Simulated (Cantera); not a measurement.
A freely propagating, adiabatic, planar premixed flame of H2 : O2 : N2 = 1 : 0.238 : 0.895 (molar parts), equivalence ratio 2.1, unburnt at 450 K and 2.10 bar; mixture-averaged transport, grid criteria slope 0.08 and curve 0.16, no radiation.

Detailed kinetics in Cantera: the H2/O2 subset of GRI-Mech 3.0, which has no nitrogen chemistry. The hydrogen kinetics of GRI-Mech 3.0 are dated; newer H2 mechanisms differ, most at raised pressure. Burning velocities carry a grid error of a few per cent, more on coarse grids.

Task: What does this change do: 0.21 parts H2O added?

Result: 
```tsv
quantity	before	after
laminar burning velocity	565 cm/s	436 cm/s
thermal thickness	0.153 mm	0.140 mm
peak x(OH)	0.00339	0.00281
peak x(O)	0.00261	0.00159
peak x(HO2)	0.000600	0.000734
peak x(H2O2)	5.49e-5	6.78e-5
```
